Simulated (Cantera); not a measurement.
A Cantera script and what it prints.

```python
import numpy as np
import cantera as ct

gas_names = """
    C CO CO2 C2 C2O C3 C3O2 C4 C5 Ca CaO Ca2 O O2 O3
""".split()
cond_names = """
    C(gr) Ca(a) Ca(b) Ca(L) CaCO3(caL) CaO(s) CaO(L)
""".split()


# ... load() reads the species with a 1 bar reference pressure and builds the phases ...
atoms = {
    'CaCO3': {'Ca': 1, 'C': 1, 'O': 3},
    'O2': {'O': 2},
}
top_T = {'C(gr)': 4500}  # K; cautious upper limits of use, not melting points


# ... equilibrate(T, P, feed) seeds the gas with the atoms and calls Mixture.equilibrate('TP', solver="vcs", rtol=1e-11, max_steps=5000) ...
results = []
feed = {'CaCO3': 1, 'O2': 0.04}  # mol
P = 34000  # Pa
for T in [923, 1023, 1123, 1223, 1323, 1423, 1523, 1623, 1723, 1823, 1923, 2023]:
    mix = equilibrate(T, P, feed)
    results.append((T, P, feed, dict(zip(mix.species_names, mix.species_moles))))

top = {s: max(r[3][s] / sum(r[3][g] for g in gas_names) for r in results) for s in gas_names}
cols = sorted((s for s in top if top[s] > 1e-05), key=lambda s: -top[s])[:9]
seen = [c for c in cond_names if any(r[3].get(c, 0) > 1e-12 for r in results)]
print("log10 of partial pressures in bar; condensed amounts in mol")
print(f"{'T/K':>10s}" + "".join(f"{s[:9]:>10s}" for s in cols + seen))
for T, P, feed, n in results:
    ng = sum(n[g] for g in gas_names)
    print(f"{T:10.4g}" + "".join(f"{np.log10(max(n[s] / ng * P / 1e5, 1e-99)):10.3f}" for s in cols)
          + "".join(f"{n.get(c, 0):10.4g}" for c in seen))
```

Output:

```
log10 of partial pressures in bar; condensed amounts in mol
       T/K        O2       CO2        CO         O CaCO3(caL    CaO(s)
       923    -0.481    -2.006   -13.213   -11.145    0.9988  0.001194
      1023    -0.597    -1.060   -10.645    -9.805    0.9862   0.01377
      1123    -1.883    -0.486    -8.144    -9.298         0         1
      1223    -1.883    -0.486    -7.071    -8.335         0         1
      1323    -1.883    -0.486    -6.163    -7.517         0         1
      1423    -1.883    -0.486    -5.383    -6.813         0         1
      1523    -1.883    -0.486    -4.707    -6.200         0         1
      1623    -1.882    -0.486    -4.115    -5.662         0         1
      1723    -1.880    -0.486    -3.595    -5.185         0         1
      1823    -1.872    -0.487    -3.135    -4.758         0         1
      1923    -1.855    -0.489    -2.731    -4.369         0         1
      2023    -1.823    -0.494    -2.379    -4.010         0         1
```

Cantera equilibrium calculation (NASA polynomials, part measured and part estimated; ideal gas, pure solids and liquids). Mutual solubility and eutectic melting of coexisting phases are not modelled.
